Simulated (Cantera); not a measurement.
An isothermal, constant-pressure homogeneous reactor starts with 4.55 % NH₃, 95.5 % H₂, at 2123 K and 71.3 Torr.

Computed with Cantera and the gas-phase N/H chemistry of the illustrative SiF4/NH3 mechanism in the Surface Chemkin manual (1991). Walls and surfaces, which speed up NH3 decomposition in real reactors, are not modelled.

x: mole fraction; the columns are a selection and need not sum to one.

| t (s) | x NH₃ | x H₂ | x N₂H₂ | x H | x N₂H₄ | x N |
|---|---|---|---|---|---|---|
| 5.00e-5 | 0.0455 | 0.955 | 4.76e-12 | 1.70e-5 | <1e-12 | 1.43e-12 |
| 0.000168 | 0.0454 | 0.954 | 5.95e-11 | 5.72e-5 | 1.20e-12 | 5.82e-11 |
| 0.000561 | 0.0454 | 0.954 | 8.74e-10 | 0.000192 | 1.32e-11 | 2.23e-9 |
| 0.00188 | 0.0453 | 0.954 | 1.66e-8 | 0.000635 | 1.44e-10 | 8.10e-8 |
| 0.00630 | 0.0447 | 0.953 | 2.27e-7 | 0.00171 | 1.01e-9 | 1.55e-6 |
| 0.0211 | 0.0397 | 0.955 | 3.14e-7 | 0.00211 | 1.21e-9 | 2.56e-6 |
| 0.0707 | (withheld) | 0.962 | (withheld) | (withheld) | 7.01e-10 | 2.68e-6 |
| 0.237 | 0.00467 | 0.971 | 3.77e-8 | 0.00477 | 8.23e-11 | 3.36e-6 |
| 0.794 | 4.99e-5 | 0.967 | 4.38e-11 | 0.0115 | <1e-12 | 5.11e-7 |
| 2.66 | 8.05e-6 | 0.967 | 1.16e-12 | 0.0115 | <1e-12 | 8.36e-8 |
| 8.91 | 2.12e-6 | 0.967 | <1e-12 | 0.0115 | <1e-12 | 2.20e-8 |
| 29.8 | 6.34e-7 | 0.967 | <1e-12 | 0.0115 | <1e-12 | 6.58e-9 |
| 100 | (withheld) | 0.967 | <1e-12 | 0.0115 | <1e-12 | (withheld) |

Complete the blanks.


- 0.0707, x NH₃: 0.0258
- 0.0707, x N₂H₂: 2.03e-7
- 0.0707, x H: 0.00249
- 100, x NH₃: 2.61e-7
- 100, x N: 2.71e-9
